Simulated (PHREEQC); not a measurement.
Solution (25 °C): 0.017 mol/kgw NiSO4 and 0.015 mol/kgw NiCl2. Closed to the air; pH follows from the charge balance.

All values are PHREEQC results (ion-association model, wateq4f.dat), not measurements.

Q: The ionic strength comes out as 0.0830 mol/kgw. What activity coefficients do Ni(SO4)2-2, SO4-2, NiCl+, Cl-, Ni+2 get?

A: Ni(SO4)2-2 0.39, SO4-2 0.40, NiCl+ 0.79, Cl- 0.78, Ni+2 0.39.

Precipitation was switched off in this run.
